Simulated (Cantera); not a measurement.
# Thermodynamics of fluorocarbon and chlorocarbon gases, feed CCl₄ + F₂ + H₂

Input: 1 mol CCl₄, 0.38 mol F₂, 1.7 mol H₂, at 0.0210 Torr.

Method: chemical equilibrium by Gibbs-energy minimisation in Cantera with the NASA 1993 tables (ideal gas, pure condensed phases). Candidate condensed phases: C, C₆H₆, C₇H₈, C₈H₁₈; 135 gas species. Ions and electrons are included (thermal ionisation). Equilibrium is a limit: real reactors are often held back by kinetics, nucleation or transport.

```csv
T (°C),x Cl,x H,x HCl,x HF,x C,x F,x H₂,x C₃,n C(graphite)
1727,0.400,0.0621,0.354,0.143,1.09e-6,8.94e-5,0.0409,9.90e-7,1.000
2227,0.518,0.340,0.0110,0.0879,0.00594,0.0122,0.00512,0.0178,0.517
2727,0.442,0.370,0.000270,0.00526,0.0981,0.0783,0.000154,0.00177,0
3227,0.437,0.371,1.96e-5,0.000183,0.109,0.0828,1.11e-5,1.13e-6,0
3727,0.437,0.371,2.74e-6,1.40e-5,0.109,0.0829,1.52e-6,3.55e-9,0
4227,0.436,0.371,5.89e-7,1.88e-6,0.108,0.0829,3.22e-7,3.92e-11,0
4727,0.434,0.370,1.70e-7,3.73e-7,0.105,0.0826,9.25e-8,<1e-12,0
```
x: gas mole fraction; n: condensed amount in mol.

From 1727 °C to 2227 °C the condensed part is C(graphite). From 2727 °C to 4727 °C nothing is condensed. The main C-bearing gas is C₂H₂ (acetylene) at 1727 °C and C at 4727 °C.
